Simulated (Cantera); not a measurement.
Input (Python, Cantera):

```python
import numpy as np
import cantera as ct

gas = ct.Solution("h2o2.yaml")
gas.TPX = 498, 1000000, {'H2': 1, 'O2': 0.685, 'N2': 2.58}
flame = ct.FreeFlame(gas, width=0.008)
flame.set_refine_criteria(ratio=3, slope=0.08, curve=0.16)
flame.transport_model = "mixture-averaged"
flame.solve(loglevel=0, auto=True)
flame.transport_model = "multicomponent"
flame.soret_enabled = True
flame.solve(loglevel=0, refine_grid=True)
z, T = flame.grid, flame.T
thick = (T[-1] - T[0]) / np.gradient(T, z).max()
show = ['H2', 'O2', 'H2O2', 'OH', 'O', 'HO2']
print(f"laminar burning velocity  {flame.velocity[0] * 100:.3f} cm/s")
print(f"burnt temperature         {T[-1]:.1f} K")
print(f"thermal thickness         {thick * 1e3:.4f} mm")
print(f"grid points               {len(z)}")
z0 = z[flame.heat_release_rate.argmax()]
print(f"{'z/mm':>9s}{'T/K':>9s}{'u/(m/s)':>9s}" + "".join(f"{s:>11s}" for s in show))
rows = []
for k in (-3, -2, -1.5, -1, -0.5, -0.25, 0, 0.25, 0.5, 1, 2, 4, 8):
    zz = z0 + k * thick
    rows.append([k * thick, np.interp(zz, z, T), np.interp(zz, z, flame.velocity),
                 *(np.interp(zz, z, flame.X[gas.species_index(s)]) for s in show)])
    print(f"{rows[-1][0] * 1e3:9.3f}{rows[-1][1]:9.1f}{rows[-1][2]:9.3f}" + "".join(f"{x:11.3e}" for x in rows[-1][3:]))
```

It prints:

```
laminar burning velocity  149.217 cm/s
burnt temperature         2154.9 K
thermal thickness         0.0311 mm
grid points               110
     z/mm      T/K  u/(m/s)         H2         O2       H2O2         OH          O        HO2
   -0.093    498.3    1.487  2.308e-01  1.614e-01  6.616e-08  1.331e-12  7.740e-11  1.315e-07
   -0.062    500.0    1.477  2.225e-01  1.631e-01  5.738e-07  1.977e-11  1.059e-09  1.133e-06
   -0.047    505.2    1.471  2.096e-01  1.657e-01  2.907e-06  2.328e-10  8.487e-09  5.785e-06
   -0.031    534.0    1.504  1.793e-01  1.709e-01  2.327e-05  1.019e-08  1.097e-07  4.939e-05
   -0.016    772.4    2.070  1.192e-01  1.670e-01  2.132e-04  2.634e-05  1.344e-05  7.449e-04
   -0.008   1132.8    3.000  8.300e-02  1.435e-01  2.438e-04  5.487e-04  2.792e-04  1.004e-03
    0.000   1515.4    4.005  4.728e-02  1.087e-01  2.619e-05  2.485e-03  1.564e-03  5.572e-04
    0.008   1765.9    4.671  2.323e-02  8.129e-02  5.390e-06  5.664e-03  2.823e-03  2.764e-04
    0.016   1906.5    5.043  1.222e-02  6.767e-02  3.713e-06  7.871e-03  3.045e-03  1.506e-04
    0.031   2035.0    5.374  5.342e-03  5.968e-02  2.350e-06  8.243e-03  2.135e-03  6.396e-05
    0.062   2113.2    5.568  2.053e-03  5.746e-02  1.341e-06  6.004e-03  8.985e-04  2.293e-05
    0.124   2144.9    5.644  6.939e-04  5.724e-02  7.744e-07  3.796e-03  3.259e-04  8.947e-06
    0.249   2153.7    5.664  3.317e-04  5.734e-02  5.919e-07  2.829e-03  1.743e-04  5.769e-06
```

Cantera simulation using the H2/O2 subset of GRI-Mech 3.0, which has no nitrogen chemistry; the numbers are that mechanism's predictions, not measurements. The hydrogen kinetics of GRI-Mech 3.0 are dated; newer H2 mechanisms differ, most at raised pressure. Burning velocities carry a grid error of a few per cent, more on coarse grids.
